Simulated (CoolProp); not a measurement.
Computed with CoolProp (reference Helmholtz-energy equation of state, Akasaka 2019).

**Question.** Give the vapour pressure (bar), vapour density (kg/m³), enthalpy of vaporisation (kJ/kg) of saturated R1234ze(Z) at 332.1 K.

**Answer.** 
| T (K) | p (bar) | vapour density (kg/m³) | enthalpy of vaporisation (kJ/kg) |
|---|---|---|---|
| 332.1 | 5.02 | 24.3 | 183 |
